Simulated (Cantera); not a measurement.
A closed system holds: 1 mol CO₂, 0.058 mol SO₂, 1.4 mol H₂, at 0.0133 bar.

These are equilibrium values from Cantera (NASA tables, ideal gas, pure condensed phases), not measurements of a reactor. Candidate condensed phases: C, C₆H₆, C₇H₈, C₈H₁₈, H₂O, H₂SO₄, S; 123 gas species. Gases not in the tables: S₃ to S₇. Kinetics and transport are ignored. All values below are at 1100 K.

Base state: H₂ 0.292, H₂O 0.268, CO 0.219, CO₂ 0.197, H₂S 0.0232, COS 0.000549, S₂ 0.000184, SH 1.36e-5 (mole fractions); condensed: gas only.

Problem. What changes in the equilibrium state with this change: SO₂ from 0.058 to 0.021 mol?

Solution. 
| species | before | after |
|---|---|---|
| H₂ | 0.292 | 0.322 |
| H₂O | 0.268 | 0.253 |
| CO | 0.219 | 0.235 |
| CO₂ | 0.197 | 0.182 |
| H₂S | 0.0232 | 0.00851 |
| S₂ | 0.000184 | 2.03e-5 |
| SH | 1.36e-5 | 4.74e-6 |
| COS | 0.000549 | 0.000196 |
